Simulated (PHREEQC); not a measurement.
2 g of hydrous ferric oxide (600 m²/g; 0.2 weak and 0.005 strong sites per Fe, Dzombak-Morel constants, diffuse double layer) in 1 kg of water with 0.05 mol/kgw of an inert sodium salt and 1.1e-05 mol Na2SeO4, at 25 °C; the pH is set by adding NaOH or the inert anion's acid. Oxygen is held at 0.21 atm. The system is closed to CO2. No solid was allowed to form.

Base run: PHREEQC, ion-association model, wateq4f.dat. Each further column changes one thing. The table gives surface charge σ (C/m²).

| pH | base | background salt from 0.05 to 0.005 mol/kgw | oxide from 2 to 10 g/kgw | 0.00092 mol/kgw Na2HAsO4 added |
|---|---|---|---|---|
| 4 | 0.294 | 0.191 | 0.301 | 0.206 |
| 5 | 0.181 | (withheld) | 0.186 | 0.122 |
| 6.5 | 0.057 | (withheld) | 0.058 | 0.027 |
| 7.5 | 0.017 | 0.006 | 0.017 | -0.005 |
| 8.5 | -0.010 | -0.004 | -0.010 | (withheld) |
| 9.5 | -0.046 | -0.018 | -0.047 | (withheld) |
| 11 | -0.159 | -0.083 | -0.162 | (withheld) |
| 12 | -0.282 | (withheld) | -0.287 | -0.295 |

Question: What belongs in the gaps?

Answer: 
- 5, background salt from 0.05 to 0.005 mol/kgw: 0.093
- 6.5, background salt from 0.05 to 0.005 mol/kgw: 0.023
- 8.5, 0.00092 mol/kgw Na2HAsO4 added: -0.040
- 9.5, 0.00092 mol/kgw Na2HAsO4 added: -0.093
- 11, 0.00092 mol/kgw Na2HAsO4 added: -0.198
- 12, background salt from 0.05 to 0.005 mol/kgw: -0.219
